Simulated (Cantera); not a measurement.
A Cantera script and its output.

```python
import numpy as np
import cantera as ct

gas = ct.Solution("h2o2.yaml")
gas.TPX = 1200, 3100, {'H2': 0.34, 'O2': 1}
reactor = ct.IdealGasConstPressureReactor(gas, energy="off", clone=False)
net = ct.ReactorNet([reactor])
net.rtol, net.atol = 1e-08, 1e-18
show = ['H2', 'O2', 'H', 'H2O2', 'H2O', 'O', 'OH']
times = np.geomspace(1e-05, 30, 15)

steps = ct.SolutionArray(gas, extra=["t"])
rows = []
print(f"{'t/s':>10s}{'T/K':>9s}{'P/Pa':>11s}" + "".join(f"{s:>11s}" for s in show))
for t in times:
    while net.time < t:
        t_next = net.step()
        steps.append(gas.state, t=t_next)
    rows.append([np.interp(t, steps.t, y) for y in (steps.T, steps.P, *steps(*show).X.T)])
    print(f"{t:10.3e}{rows[-1][0]:9.1f}{rows[-1][1]:11.4g}" + "".join(f"{x:11.3e}" for x in rows[-1][2:]))
rate = np.gradient(steps.T, steps.t)
print("integrator steps:", len(steps.t))
if steps.T.max() > steps.T[0] + 200:
    print(f"time of steepest temperature rise: {steps.t[rate.argmax()]:.4e} s")
gas.TPX = 1200, 3100, {'H2': 0.34, 'O2': 1}
gas.equilibrate("TP")
print(f"equilibrium (TP): T = {gas.T:.1f} K  " + "  ".join(f"{s} {gas[s].X[0]:.3e}" for s in show))
```

It prints:

```
       t/s      T/K       P/Pa         H2         O2          H       H2O2        H2O          O         OH
 1.000e-05   1200.0       3100  2.537e-01  7.463e-01  3.719e-09  9.662e-13  3.551e-10  6.756e-10  5.354e-10
 2.902e-05   1200.0       3100  2.537e-01  7.463e-01  1.299e-08  8.138e-12  6.136e-09  4.835e-09  3.155e-09
 8.420e-05   1200.0       3100  2.537e-01  7.463e-01  1.238e-07  6.886e-11  1.521e-07  6.156e-08  3.648e-08
 2.443e-04   1200.0       3100  2.536e-01  7.462e-01  3.898e-05  9.712e-10  5.919e-05  2.000e-05  1.173e-05
 7.089e-04   1200.0       3100  1.640e-02  6.217e-01  8.757e-02  8.860e-07  1.917e-01  7.040e-02  1.218e-02
 2.057e-03   1200.0       3100  8.252e-03  6.661e-01  3.145e-02  1.168e-06  2.480e-01  3.712e-02  9.034e-03
 5.969e-03   1200.0       3100  1.516e-03  7.020e-01  2.114e-03  1.146e-06  2.843e-01  6.291e-03  3.787e-03
 1.732e-02   1200.0       3100  1.400e-04  7.084e-01  5.817e-05  4.825e-07  2.897e-01  5.796e-04  1.142e-03
 5.026e-02   1200.0       3100  1.736e-05  7.092e-01  2.738e-06  1.608e-07  2.903e-01  7.551e-05  4.145e-04
 1.458e-01   1200.0       3100  3.249e-06  7.093e-01  2.385e-07  5.534e-08  2.905e-01  1.485e-05  1.840e-04
 4.232e-01   1200.0       3100  7.913e-07  7.094e-01  3.005e-08  1.951e-08  2.905e-01  3.739e-06  9.224e-05
 1.228e+00   1200.0       3100  2.250e-07  7.094e-01  4.687e-09  6.952e-09  2.906e-01  1.084e-06  4.963e-05
 3.563e+00   1200.0       3100  7.254e-08  7.094e-01  8.725e-10  2.594e-09  2.906e-01  3.528e-07  2.830e-05
 1.034e+01   1200.0       3100  3.145e-08  7.094e-01  2.510e-10  1.251e-09  2.906e-01  1.524e-07  1.859e-05
 3.000e+01   1200.0       3100  2.515e-08  7.094e-01  1.796e-10  1.035e-09  2.906e-01  1.211e-07  1.657e-05
integrator steps: 2144
equilibrium (TP): T = 1200.0 K  H2 2.506e-08  O2 7.094e-01  H 1.786e-10  H2O2 1.032e-09  H2O 2.906e-01  O 1.207e-07  OH 1.654e-05
```

Model: the H2/O2 subset of GRI-Mech 3.0, which has no nitrogen chemistry, integrated in Cantera. Radical loss at walls, strong at low pressure, is not modelled. The temperature is held fixed by assumption; the heat of reaction is taken as removed at once.
